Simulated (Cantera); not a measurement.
A closed system holds: 1 mol Fe3O4, a varied amount of C, 6.3 mol H2, held at 2300 K and 13.0 Pa.

These are equilibrium values from Cantera (NASA tables, ideal gas, pure condensed phases), not measurements of a reactor. Candidate condensed phases: C, C6H6, C7H8, C8H18, Fe, Fe(CO)5, FeO, Fe(OH)2, Fe(OH)3, Fe2O3, Fe3O4, H2O; 114 gas species. Equilibrium is a limit: real reactors are often held back by kinetics, nucleation or transport.

### Question
At 1.4 mol C, list the 4 most abundant gas species with their mole fractions, and the condensed phases.

### Answer
H 0.351, Fe 0.209, H2 0.171, CO 0.0913. Condensed: gas only.
